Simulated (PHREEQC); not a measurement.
KBr is added in steps, without added water, to 1 kg of water holding 0.025 mol/kgw H2SO4, 0.00055 mol/kgw NiSO4 and 0.0037 mol/kgw Na2SO4, at 25 °C. Oxygen alone is held at its pressure in air (log pO2 = -0.68). CO2 from the air is kept out. Solids allowed: Ni(OH)2, Ni4(OH)6SO4, Mirabilite, Morenosite. Others were left out.

Base run: PHREEQC, ion-association model, wateq4f.dat. Each further column changes one thing. The table gives KSO4- (mol/kgw).

```csv
KBr added (mol),base,diluted 5-fold with water,Na2SO4 replaced by K2SO4 at the same molality,0.021 mol/kgw CsOH added,no solid may form
0,0,0,0.000258,0,0
0.011,0.000366,0.000162,0.000611,0.000488,0.000366
0.01925,0.000620,0.000264,0.000856,0.000823,0.000620
0.03025,0.000936,0.000382,0.00116,0.00123,0.000936
0.0385,0.00116,0.000461,0.00138,0.00152,0.00116
0.0495,0.00144,0.000555,0.00165,0.00188,0.00144
0.05775,0.00164,0.000620,0.00184,0.00213,0.00164
0.06875,0.00189,0.000700,0.00209,0.00244,0.00189
0.077,0.00207,0.000756,0.00227,0.00267,0.00207
0.088,0.00230,0.000826,0.00249,0.00295,0.00230
```

 Solids allowed in the column 'Na2SO4 replaced by K2SO4 at the same molality': Ni(OH)2, Ni4(OH)6SO4, Morenosite.
